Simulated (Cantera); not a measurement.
Input: 1 mol (CH3)2SiCl2, 15 mol H2, equilibrated at 0.00130 bar.

These are equilibrium values from Cantera (NASA tables, ideal gas, pure condensed phases), not measurements of a reactor. Candidate condensed phases: C, C6H6, C7H8, C8H18, Si, SiC; 109 gas species. The feed counts by its element totals alone. The numbers say what is thermodynamically allowed, not how fast it happens.

At 1748 K, list the 6 most abundant gas species with their mole fractions, and the condensed phases.

H2 0.890, HCl 0.103, H 0.00598, SiCl2 0.000747, Cl 0.000533, C2H2 (acetylene) 0.000100. Condensed: C(graphite) + SiC(s).
